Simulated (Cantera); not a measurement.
Mixture: CH4 : C2H6 : O2 : N2 = 1 : 0.21 : 4.48 : 19.3 (molar parts), at 8.29 atm, adiabatic and at constant pressure. Ignition delay is the time to a rise of 400 K.

Detailed kinetics in Cantera: GRI-Mech 3.0 (53 species, 325 reactions).

Problem. Predict: delay at 1250 K; delay at 1325 K; delay at 1400 K; delay at 1475 K; delay at 1550 K; delay at 1625 K; delay at 1700 K; apparent activation energy between 1550 and 1700 K.

Solution. 
```json
{
 "delay at 1250 K": "0.484 ms",
 "delay at 1325 K": "0.195 ms",
 "delay at 1400 K": "91.4 µs",
 "delay at 1475 K": "47.9 µs",
 "delay at 1550 K": "27.1 µs",
 "delay at 1625 K": "16.2 µs",
 "delay at 1700 K": "10.1 µs",
 "apparent activation energy between 1550 and 1700 K": "140 kJ/mol"
}
```
